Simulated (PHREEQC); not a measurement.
Solution A (0.00099 mol FeSO4, 6.5e-05 mol CaCl2, 0.00033 mol HCl and 6.4e-05 mol Na2SO4 per kg of water) is mixed with solution B (0.0053 mol CaBr2 per kg of water) at 25 °C; shares are by mass of water, 1 kg in all. The system is closed to oxygen. No CO2 enters from the air. Solids allowed: Gypsum, Portlandite, Halite, Mirabilite, Melanterite. Others were left out.

The series has 21 steps of share of solution B, from 0 to 1.

Equilibrium calculation in PHREEQC: ion-association model, wateq4f.dat.

Task: Between which two steps does the pH jump most, and from what to what?

Result: Between share of solution B = 0.95 and 1: from 4.83 to 6.98.
